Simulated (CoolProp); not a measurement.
Model: reference Helmholtz-energy equation of state, Lemmon 2006, in CoolProp. It is a short technical equation, of lower accuracy than the large ones.

### Question
Give the vapour pressure (kPa), liquid density (kg/m³), enthalpy of vaporisation (kJ/kg), liquid cp (kJ/(kg K)) of saturated acetone at 175.85 °C.

### Answer
```
T (°C)  p (kPa)  liquid density (kg/m³)  enthalpy of vaporisation (kJ/kg)  liquid cp (kJ/(kg K))
------  -------  ----------------------  --------------------------------  ---------------------
175.85     1840                     571                               321                   2.91
```
